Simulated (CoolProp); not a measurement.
Model: reference Helmholtz-energy equation of state, Gedanitz 2015, in CoolProp.

Question: For cyclopentane, give the phase and the cv (kJ/(kg K)), expansivity (1/kK) at 270.5 K and 4.29 MPa.

Answer: 
- 270.5 K and 4.29 MPa: liquid; cv 1.17, expansivity 1.20
